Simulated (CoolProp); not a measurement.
Properties of cyclohexane along the isotherm 346.85 °C (Tc = 280.5 °C, pc = 4.081 MPa, ω = 0.209).

Computed with CoolProp (reference Helmholtz-energy equation of state, Zhou 2014).

| p (MPa) | phase | Z | cp (kJ/(kg K)) | viscosity (µPa s) | fugacity coefficient |
|---|---|---|---|---|---|
| 0.129 | gas | 0.9925 | … | 13.6 | 0.9925 |
| 0.294 | gas | 0.9828 | 2.764 | 13.6 | 0.9830 |
| 0.668 | gas | 0.9604 | … | 13.8 | 0.9616 |
| 1.52 | gas | 0.9072 | … | 14.2 | 0.9136 |
| 3.46 | gas | 0.7721 | 3.011 | 16.1 | 0.8079 |
| 7.88 | supercritical | 0.4487 | 4.147 | 32.9 | … |
| 17.9 | supercritical | … | 3.336 | 77.5 | 0.3903 |
| 40.8 | supercritical | 1.182 | 3.154 | 123 | … |

Question: Some entries are withheld; supply them.

Answer: 
- 0.129, cp (kJ/(kg K)): 2.758
- 0.668, cp (kJ/(kg K)): 2.780
- 1.52, cp (kJ/(kg K)): 2.826
- 7.88, fugacity coefficient: 0.5900
- 17.9, Z: 0.6218
- 40.8, fugacity coefficient: 0.3497

The peak of cp marks the crossing from liquid-like to gas-like fluid above the critical point.

Viscosity comes from a separate model (Tariq 2014).
